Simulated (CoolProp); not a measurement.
Properties of ethylene along the isotherm 450 K.

The numbers come from the reference Helmholtz-energy equation of state, Smukala 2000 in CoolProp.

```csv
p (MPa),phase,Z,cp (kJ/(kg K)),cv (kJ/(kg K)),isothermal compressibility (1/MPa),expansivity (1/kK)
0.158,gas,0.9978,2.067,1.767,6.343,2.242
0.315,gas,0.9957,2.072,1.768,3.188,2.261
0.473,gas,0.9935,2.077,1.768,2.128,2.281
0.63,gas,0.9914,2.082,1.769,1.601,2.300
0.788,gas,0.9892,2.087,1.770,1.283,2.320
0.945,gas,0.9871,2.092,1.771,1.072,2.340
1.1,gas,0.9850,2.097,1.772,0.9228,2.360
1.26,gas,0.9828,2.102,1.773,0.8074,2.380
1.42,gas,0.9807,2.107,1.774,0.7179,2.401
1.58,gas,0.9785,2.112,1.775,0.6466,2.422
1.73,gas,0.9765,2.117,1.776,0.5917,2.442
1.89,gas,0.9744,2.123,1.777,0.5428,2.463
2.05,gas,0.9723,2.128,1.778,0.5014,2.484
2.21,gas,0.9701,2.134,1.779,0.4661,2.505
2.36,gas,0.9682,2.139,1.780,0.4373,2.525
2.52,gas,0.9661,2.144,1.781,0.4104,2.547
```
